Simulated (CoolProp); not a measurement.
Properties of sulfur dioxide along the isotherm 251.85 °C.

Values from CoolProp's reference Helmholtz-energy equation of state, Gao 2016.

```csv
p (MPa),phase,density (kg/m³),cp (kJ/(kg K)),isothermal compressibility (1/MPa),fugacity coefficient
2.19,gas,33.77,0.7914,0.4801,0.9535
4.38,gas,71.27,0.8600,0.2540,0.9083
6.57,gas,113.4,0.9480,0.1801,0.8645
8.76,supercritical,161.1,1.062,0.1442,0.8222
11,supercritical,216.8,1.210,0.1226,0.7807
13.1,supercritical,276.2,1.380,0.1084,0.7435
15.3,supercritical,345.5,1.572,0.09516,0.7067
17.5,supercritical,419.3,1.734,0.08050,0.6725
19.7,supercritical,491.8,1.813,0.06440,0.6414
```
